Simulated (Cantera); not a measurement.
A perfectly stirred reactor is fed with CH4 : N2 = 1 : 6 (molar parts), at 10.00 Torr; it is held at 1875 K, and followed from long to short residence time.

Cantera simulation using GRI-Mech 3.0 (53 species, 325 reactions); the numbers are that mechanism's predictions, not measurements. GRI-Mech 3.0 stops at C3 and has no aromatics, soot or wall deposition, so with more carbon than oxygen in the feed, carbon stays in small species such as C2H2 where larger ones or solid carbon would form. Radical loss at walls, strong at low pressure, is not modelled.

Problem. What does this change do: pressure from 10.00 Torr to 750 Torr?

Solution. 
| quantity | before | after |
|---|---|---|
| x(CH4) at τ = 29.0 s | 0.000845 | 0.000900 |
| x(C2H) at τ = 29.0 s | 6.53e-6 | 1.12e-6 |
| x(C2H2) at τ = 29.0 s | 0.0609 | 0.0615 |
| x(C2H6) at τ = 29.0 s | 1.88e-8 | 4.08e-8 |
| x(C2H4) at τ = 29.0 s | 4.30e-6 | 0.000162 |
| x(CH4) at τ = 0.190 s | 0.0300 | 0.00751 |
| x(C2H) at τ = 0.190 s | 1.90e-6 | 1.04e-6 |
| x(C2H2) at τ = 0.190 s | 0.0478 | 0.0589 |
| x(C2H6) at τ = 0.190 s | 4.66e-6 | 2.15e-6 |
| x(C2H4) at τ = 0.190 s | 0.000664 | 0.000175 |

Problem. What does this change do: N2 6 to 1.9 parts?

Solution. 
| quantity | before | after |
|---|---|---|
| x(CH4) at τ = 29.0 s | 0.000845 | 0.00165 |
| x(C2H) at τ = 29.0 s | 6.53e-6 | 1.11e-5 |
| x(C2H2) at τ = 29.0 s | 0.0609 | 0.127 |
| x(C2H6) at τ = 29.0 s | 1.88e-8 | 4.48e-8 |
| x(C2H4) at τ = 29.0 s | 4.30e-6 | 1.27e-5 |
| x(CH4) at τ = 0.190 s | 0.0300 | 0.0533 |
| x(C2H) at τ = 0.190 s | 1.90e-6 | 3.71e-6 |
| x(C2H2) at τ = 0.190 s | 0.0478 | 0.106 |
| x(C2H6) at τ = 0.190 s | 4.66e-6 | 1.27e-5 |
| x(C2H4) at τ = 0.190 s | 0.000664 | 0.00102 |
